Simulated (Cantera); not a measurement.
A Cantera script and its output.

```python
import numpy as np
import cantera as ct

gas = ct.Solution("gri30.yaml")
gas.TPX = 2575, 13332, {'CH4': 0.032, 'H2': 1, 'CO2': 0.0057}
reactor = ct.IdealGasConstPressureReactor(gas, energy="off", clone=False)
net = ct.ReactorNet([reactor])
net.rtol, net.atol = 1e-08, 1e-18
show = ['CH4', 'H2', 'CO2', 'C2H4', 'H', 'CH2']
times = np.geomspace(3e-06, 1, 9)

steps = ct.SolutionArray(gas, extra=["t"])
rows = []
print(f"{'t/s':>10s}{'T/K':>9s}{'P/Pa':>11s}" + "".join(f"{s:>11s}" for s in show))
for t in times:
    while net.time < t:
        t_next = net.step()
        steps.append(gas.state, t=t_next)
    rows.append([np.interp(t, steps.t, y) for y in (steps.T, steps.P, *steps(*show).X.T)])
    print(f"{t:10.3e}{rows[-1][0]:9.1f}{rows[-1][1]:11.4g}" + "".join(f"{x:11.3e}" for x in rows[-1][2:]))
rate = np.gradient(steps.T, steps.t)
print("integrator steps:", len(steps.t))
if steps.T.max() > steps.T[0] + 200:
    print(f"time of steepest temperature rise: {steps.t[rate.argmax()]:.4e} s")
gas.TPX = 2575, 13332, {'CH4': 0.032, 'H2': 1, 'CO2': 0.0057}
gas.equilibrate("TP")
print(f"equilibrium (TP): T = {gas.T:.1f} K  " + "  ".join(f"{s} {gas[s].X[0]:.3e}" for s in show))
```

It prints:

```
       t/s      T/K       P/Pa        CH4         H2        CO2       C2H4          H        CH2
 3.000e-06   2575.0  1.333e+04  3.011e-02  9.626e-01  5.482e-03  2.184e-07  1.104e-03  8.880e-07
 1.471e-05   2575.0  1.333e+04  2.771e-02  9.582e-01  5.327e-03  2.163e-05  5.515e-03  2.183e-05
 7.208e-05   2575.0  1.333e+04  1.793e-02  9.424e-01  3.018e-03  2.000e-04  2.196e-02  1.888e-04
 3.533e-04   2575.0  1.333e+04  2.572e-03  9.340e-01  1.091e-05  1.644e-05  3.877e-02  1.121e-04
 1.732e-03   2575.0  1.333e+04  3.245e-04  9.217e-01  3.367e-06  2.068e-06  5.436e-02  3.255e-05
 8.490e-03   2575.0  1.333e+04  3.476e-05  9.000e-01  4.714e-08  9.381e-07  7.798e-02  7.586e-06
 4.162e-02   2575.0  1.333e+04  1.300e-05  8.882e-01  4.498e-11  7.661e-07  8.999e-02  3.881e-06
 2.040e-01   2575.0  1.333e+04  1.297e-05  8.881e-01  4.488e-11  7.652e-07  9.007e-02  3.881e-06
 1.000e+00   2575.0  1.333e+04  1.297e-05  8.881e-01  4.488e-11  7.652e-07  9.007e-02  3.881e-06
integrator steps: 1429
equilibrium (TP): T = 2575.0 K  CH4 1.316e-05  H2 8.881e-01  CO2 4.555e-11  C2H4 7.653e-07  H 9.007e-02  CH2 3.937e-06
```

Cantera simulation using GRI-Mech 3.0 (53 species, 325 reactions); the numbers are that mechanism's predictions, not measurements. GRI-Mech 3.0 stops at C3 and has no aromatics, soot or wall deposition, so with more carbon than oxygen in the feed, carbon stays in small species such as C2H2 where larger ones or solid carbon would form.
